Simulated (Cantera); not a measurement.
## Moist CO burnout

An isothermal, constant-pressure homogeneous reactor starts with 0.213 % CO, 3.00 % O₂, 0.0793 % H₂O, 96.7 % N₂, at 1075 K and 10.0 bar.

Model: GRI-Mech 3.0 (53 species, 325 reactions), integrated in Cantera.

```csv
t (s),x CO,x O₂,x H₂O,x NO,x H
7.00e-6,0.00213,0.0300,0.000793,<1e-12,<1e-12
4.13e-5,0.00213,0.0300,0.000793,<1e-12,<1e-12
0.000243,0.00213,0.0300,0.000793,<1e-12,<1e-12
0.00143,0.00213,0.0300,0.000793,<1e-12,2.12e-12
0.00844,0.00213,0.0300,0.000793,<1e-12,1.21e-11
0.0498,0.00211,0.0300,0.000793,<1e-12,2.45e-10
0.293,0.00186,0.0298,0.000793,1.03e-11,3.52e-10
1.73,0.000912,0.0294,0.000793,1.95e-10,1.66e-10
10.2,5.59e-5,0.0290,0.000794,7.99e-10,1.11e-11
60.0,7.28e-12,0.0289,0.000794,1.20e-8,<1e-12
```
x: mole fraction; the columns are a selection and need not sum to one.

Equilibrium at this temperature and pressure: CO 2.60e-12, O₂ 0.0289, H₂O 0.000794, NO 2.79e-5, H <1e-12 (gas phase only).
